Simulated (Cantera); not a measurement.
What does this Cantera script print?

```python
import numpy as np
import cantera as ct

surf = ct.Interface("ptcombust.yaml", "Pt_surf")
gas = surf.adjacent["gas"]
gas.TPX = 300, 42000, {'H2': 0.012, 'O2': 0.093, 'N2': 0.79}
jet = ct.ImpingingJet(gas=gas, width=0.053, surface=surf)
jet.inlet.mdot, jet.inlet.T, jet.inlet.X = 0.12, 300, {'H2': 0.012, 'O2': 0.093, 'N2': 0.79}
jet.set_refine_criteria(ratio=10, slope=0.2, curve=0.3)
show, cover = ['H2', 'O2', 'H2O', 'OH'], ["PT(S)", "H(S)", "O(S)", "OH(S)", "CO(S)", "C(S)"]

rows = []
print(f"{'Ts/K':>7s}" + "".join(f"{s:>11s}" for s in show + cover) + "   (gas at the wall, coverages)")
for i, Ts in enumerate([600, 650, 700, 750, 800, 850, 900]):
    jet.surface.T = Ts
    if i == 0:
        surf.TP = Ts, 42000
        surf.coverages = "PT(S):0.5, O(S):0.5"
        surf.advance_coverages(1.0)
        jet.set_initial_guess(products="inlet")
    jet.solve(loglevel=0, auto=(i == 0))
    rows.append([*(jet.X[gas.species_index(s), -1] for s in show), *surf[cover].coverages])
    print(f"{Ts:7g}" + "".join(f"{x:11.3e}" for x in rows[-1]))
```

Result:

```
   Ts/K         H2         O2        H2O         OH      PT(S)       H(S)       O(S)      OH(S)      CO(S)       C(S)   (gas at the wall, coverages)
    600  1.081e-03  9.068e-02  2.400e-02  6.775e-13  1.962e-02  6.975e-10  9.743e-01  6.033e-03  3.784e-23  4.385e-26
    650  1.062e-03  9.070e-02  2.387e-02  8.690e-12  2.086e-02  9.468e-10  9.751e-01  4.071e-03  2.774e-18 -2.710e-26
    700  9.620e-04  9.064e-02  2.390e-02  7.472e-11  2.415e-02  1.601e-09  9.728e-01  3.033e-03  1.703e-17 -4.430e-31
    750  7.110e-04  9.041e-02  2.424e-02  4.352e-10  3.467e-02  3.877e-09  9.627e-01  2.628e-03  1.086e-20  1.049e-27
    800  4.491e-04  9.017e-02  2.460e-02  1.869e-09  5.749e-02  1.207e-08  9.400e-01  2.533e-03  5.549e-20  2.791e-26
    850  2.901e-04  9.005e-02  2.478e-02  6.505e-09  9.294e-02  3.591e-08  9.046e-01  2.462e-03  4.389e-18  1.188e-25
    900  2.025e-04  8.999e-02  2.482e-02  1.959e-08  1.387e-01  9.239e-08  8.590e-01  2.340e-03  2.048e-19  1.187e-24
```

Detailed kinetics in Cantera: Deutschmann's 1995 Pt surface mechanism with GRI-Mech 3.0 gas chemistry. Catalytic surfaces can have several steady states; this one follows from the mechanism file's or the stated starting coverage.
